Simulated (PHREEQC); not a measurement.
A solution holds 0.0066 mol/kgw NaOH, 0.00019 mol/kgw Na2SiO3 and 0.086 mol/kgw Na2CO3, at 75 °C. Closed to the air; pH follows from the charge balance.

The numbers come from PHREEQC with the ion-association model, phreeqc.dat.

Precipitation was switched off in this run.

**Question.** Predict the pH, ionic strength, specific conductance.

**Answer.** pH 10.51; ionic strength 0.120 mol/kgw; specific conductance 19500 µS/cm.

**Question.** In which forms is Na present?

**Answer.** Na+ 60 %, NaCO3- 40 % of the Na.

Complexes and solids missing from the database can't appear. At this temperature some constants are extrapolated from 25 °C, and those without enthalpy data are left unchanged.
